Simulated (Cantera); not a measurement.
Input (Python, Cantera) and output of one run.

```python
import numpy as np
import cantera as ct

gas_names = """
    Fe FeO Fe(OH)2 H HO2 H2 H2O H2O2 O OH O2 O3
""".split()
cond_names = """
    Fe(a) Fe(c) Fe(d) Fe(L) FeO(s) FeO(L) Fe(OH)2(s) Fe(OH)3(s) Fe2O3(s) Fe3O4(s) H2O(s) H2O(L)
""".split()


# ... load() reads the species with a 1 bar reference pressure and builds the phases ...
atoms = {
    'Fe2O3': {'Fe': 2, 'O': 3},
    'H2O': {'H': 2, 'O': 1},
    'O2': {'O': 2},
}
top_T = {'Fe2O3(s)': 1830, 'Fe3O4(s)': 1870}  # K; cautious upper limits of use, not melting points


# ... equilibrate(T, P, feed) seeds the gas with the atoms and calls Mixture.equilibrate('TP', solver="vcs", rtol=1e-11, max_steps=5000) ...
results = []
feed = {'Fe2O3': 1, 'H2O': 0.61, 'O2': 0.011}  # mol
T = 1498  # K
for P in [1000, 2400, 5600, 13000, 32000, 75000, 180000, 420000, 1000000]:
    mix = equilibrate(T, P, feed)
    results.append((T, P, feed, dict(zip(mix.species_names, mix.species_moles))))
    x = sorted(zip(gas.X, gas.species_names), reverse=True)
    print(f"T = {T:g} K  P = {P:g} Pa  gas = {mix.phase_moles(0):.4g} mol")
    print("   x: " + "  ".join(f"{s} {v:.3e}" for v, s in x if v > 0.0001))
    print("   condensed (mol): " + ("  ".join(f"{mix.phase(i).name} {mix.phase_moles(i):.4g}"
          for i in range(1, mix.n_phases) if mix.phase_moles(i) > 1e-12) or "none"))
```

It prints:

```
T = 1498 K  P = 1000 Pa  gas = 0.7878 mol
   x: H2O 7.739e-01  O2 2.254e-01  OH 6.884e-04
   condensed (mol): Fe3O4(s) 0.6667
T = 1498 K  P = 2400 Pa  gas = 0.7728 mol
   x: H2O 7.890e-01  O2 2.104e-01  OH 5.489e-04
   condensed (mol): Fe2O3(s) 0.08979  Fe3O4(s) 0.6068
T = 1498 K  P = 5600 Pa  gas = 0.6706 mol
   x: H2O 9.094e-01  O2 9.017e-02  OH 3.858e-04
   condensed (mol): Fe2O3(s) 0.7028  Fe3O4(s) 0.1981
T = 1498 K  P = 13000 Pa  gas = 0.6347 mol
   x: H2O 9.609e-01  O2 3.884e-02  OH 2.603e-04
   condensed (mol): Fe2O3(s) 0.9179  Fe3O4(s) 0.05476
T = 1498 K  P = 32000 Pa  gas = 0.621 mol
   x: H2O 9.821e-01  O2 1.768e-02  OH 1.726e-04
   condensed (mol): Fe2O3(s) 1
T = 1498 K  P = 75000 Pa  gas = 0.621 mol
   x: H2O 9.822e-01  O2 1.769e-02  OH 1.395e-04
   condensed (mol): Fe2O3(s) 1
T = 1498 K  P = 180000 Pa  gas = 0.621 mol
   x: H2O 9.822e-01  O2 1.769e-02  OH 1.121e-04
   condensed (mol): Fe2O3(s) 1
T = 1498 K  P = 420000 Pa  gas = 0.621 mol
   x: H2O 9.822e-01  O2 1.769e-02
   condensed (mol): Fe2O3(s) 1
T = 1498 K  P = 1e+06 Pa  gas = 0.621 mol
   x: H2O 9.822e-01  O2 1.770e-02
   condensed (mol): Fe2O3(s) 1
```

Method: chemical equilibrium by Gibbs-energy minimisation in Cantera with the NASA 1993 tables (ideal gas, pure condensed phases). Mutual solubility and eutectic melting of coexisting phases are not modelled.
